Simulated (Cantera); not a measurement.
An adiabatic, constant-pressure homogeneous reactor starts with CO : H₂ : O₂ : N₂ = 1 : 0.52 : 0.585 : 2.2 (molar parts), equivalence ratio 1.3, at 1125 K and 2.07 atm. Integrator tolerance rtol = 1e-08.

Model: GRI-Mech 3.0 (53 species, 325 reactions), integrated in Cantera. The hydrogen kinetics of GRI-Mech 3.0 are dated; newer H2 mechanisms differ, most at raised pressure.

Task: What does this change do: H2 0.52 to 0.18 parts?

Result: 
| quantity | before | after |
|---|---|---|
| time of steepest temperature rise | 57.3 µs | 79.7 µs |
| temperature at 2.00 s | 2751 K | 2703 K |
| equilibrium temperature | 2751 K | 2703 K |
| x(CO) at 2.00 s | 0.115 (gas-phase equilibrium 0.115) | 0.0800 (gas-phase equilibrium 0.0800) |
| x(H₂) at 2.00 s | 0.0131 (gas-phase equilibrium 0.0131) | 0.00252 (gas-phase equilibrium 0.00252) |
| x(O₂) at 2.00 s | 0.0116 (gas-phase equilibrium 0.0116) | 0.0305 (gas-phase equilibrium 0.0305) |
| x(NO) at 2.00 s | 0.00691 (gas-phase equilibrium 0.00691) | 0.0108 (gas-phase equilibrium 0.0108) |
| x(CO₂) at 2.00 s | 0.146 (gas-phase equilibrium 0.146) | 0.202 (gas-phase equilibrium 0.202) |
